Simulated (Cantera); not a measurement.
## CF4 + F2 + H2 (fluorocarbon and chlorocarbon gases)

Input: 1 mol CF4, 1.1 mol F2, 0.2 mol H2, at 2175 K.

These are equilibrium values from Cantera (NASA tables, ideal gas, pure condensed phases), not measurements of a reactor. Candidate condensed phases: C, C6H6, C7H8, C8H18; 95 gas species. Gases not in the tables: C2F6 and larger saturated fluorocarbons. Equilibrium is a limit: real reactors are often held back by kinetics, nucleation or transport.

From 0.00750 Torr to 0.135 Torr the condensed part is C(graphite). From 0.563 Torr to 750 Torr nothing is condensed. The main C-bearing gas is CF2 at 0.00750 Torr and CF4 at 750 Torr.

```json
[
 {"P (Pa)": "1", "x F": "0.912", "x CF4": "9.19e-7", "x CF2": "0.0128", "x HF": "0.0652", "n C(graphite)": "0.861"},
 {"P (Pa)": "4.20", "x F": "0.874", "x CF4": "5.73e-5", "x CF2": "0.0492", "x HF": "0.0677", "n C(graphite)": "0.655"},
 {"P (Pa)": "18", "x F": "0.756", "x CF4": "0.00253", "x CF2": "0.158", "x HF": "0.0753", "n C(graphite)": "0.103"},
 {"P (Pa)": "75", "x F": "0.709", "x CF4": "0.0398", "x CF2": "0.163", "x HF": "0.0831", "n C(graphite)": "0"},
 {"P (Pa)": "320", "x F": "0.618", "x CF4": "0.207", "x CF2": "0.0611", "x HF": "0.109", "n C(graphite)": "0"},
 {"P (Pa)": "1300", "x F": "0.569", "x CF4": "0.300", "x CF2": "0.00634", "x HF": "0.123", "n C(graphite)": "0"},
 {"P (Pa)": "5600", "x F": "0.563", "x CF4": "0.311", "x CF2": "0.000362", "x HF": "0.125", "n C(graphite)": "0"},
 {"P (Pa)": "24000", "x F": "0.562", "x CF4": "0.312", "x CF2": "1.98e-5", "x HF": "0.125", "n C(graphite)": "0"},
 {"P (Pa)": "100000", "x F": "0.562", "x CF4": "0.313", "x CF2": "1.15e-6", "x HF": "0.125", "n C(graphite)": "0"}
]
```
x: gas mole fraction; n: condensed amount in mol.
